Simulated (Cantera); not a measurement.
An adiabatic, constant-volume homogeneous reactor starts with 24.4 % H2, 5.81 % O2, 69.8 % N2, at 1798 K and 24.0 bar.

Computed with Cantera and the H2/O2 subset of GRI-Mech 3.0, which has no nitrogen chemistry. The hydrogen kinetics of GRI-Mech 3.0 are dated; newer H2 mechanisms differ, most at raised pressure. The pressure lies above the range GRI-Mech 3.0 was tuned for (to about 10 atm).

Question: Predict: time of steepest temperature rise; temperature at 8.00 s; equilibrium temperature; x(H2) at 8.00 s; x(O2) at 8.00 s; x(H2O) at 8.00 s; x(HO2) at 8.00 s; x(H) at 8.00 s.

Answer: 
| Property | Result |
|---|---|
| time of steepest temperature rise | 0.549 µs |
| temperature at 8.00 s | 2758 K |
| equilibrium temperature | 2758 K |
| x(H2) at 8.00 s | 0.134 (gas-phase equilibrium 0.134) |
| x(O2) at 8.00 s | 8.22e-6 (gas-phase equilibrium 8.22e-6) |
| x(H2O) at 8.00 s | 0.122 (gas-phase equilibrium 0.122) |
| x(HO2) at 8.00 s | 3.48e-8 (gas-phase equilibrium 3.48e-8) |
| x(H) at 8.00 s | 0.00439 (gas-phase equilibrium 0.00439) |
